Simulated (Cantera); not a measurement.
A closed system holds: 1 mol Zr, 0.18 mol NH3, 0.074 mol O2, equilibrated at 2127 °C and 133 Pa.

Equilibrium computed with Cantera from the NASA thermochemical tables; the gas is ideal and each condensed phase is pure. Candidate condensed phases: H2O, Zr, ZrN, ZrO2; 28 gas species. Mutual solubility and eutectic melting of coexisting phases are not modelled. ZrN: taken at fixed stoichiometry. Condensed phases not in the tables: solid solutions among these carbides, nitrides and lower oxides, N, O or C dissolved in the metal. The numbers say what is thermodynamically allowed, not how fast it happens.

Q: What is the equilibrium state?

A: 
```
Item                     Result
-------------------  ----------
x(H2)                     0.635
x(H)                      0.347
x(ZrO)                   0.0164
x(Zr)                  0.000658
x(N2)                  0.000383
x(ZrO2)                 5.67e-5
x(H2O)                  1.31e-5
x(OH)                   1.32e-6
n(Zr(l))              0.743 mol
n(ZrN(s))             0.180 mol
n(ZrO2(tetragonal))  0.0712 mol
gas amount           0.3338 mol
```
